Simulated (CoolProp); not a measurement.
Vapour-liquid equilibrium of R125 (1) + R236FA (2) at 274.8 K; x and y are mole fractions of (1).

Computed with CoolProp (multi-fluid Helmholtz-energy mixture model, Lemmon 2005 and Pan 2012; pair parameters Bell 2016).

```csv
x,bubble pressure (MPa),y at the bubble point,dew pressure at overall composition x (MPa),liquid density (mol/L)
0.05,0.1428,0.223,0.1205,9.524
0.15,…,0.486,0.1324,9.679
0.25,0.2539,0.637,0.1470,9.836
0.35,0.3103,0.735,0.1651,…
0.45,0.3675,0.805,0.1882,…
0.55,0.4256,0.858,0.2186,10.30
0.65,0.4849,0.900,0.2603,10.46
0.75,0.5456,0.934,0.3209,10.60
0.85,0.6081,…,0.4157,10.74
0.95,0.6728,0.988,0.5786,10.87
```

Task: Some entries are withheld; supply them.

Result: 
- 0.15, bubble pressure (MPa): 0.1981
- 0.35, liquid density (mol/L): 9.993
- 0.45, liquid density (mol/L): 10.15
- 0.85, y at the bubble point: 0.963

No azeotrope shows between x = 0.05 and 0.95.

Pair parameters are fitted to limited data, so mixtures are less certain than the pure fluids.
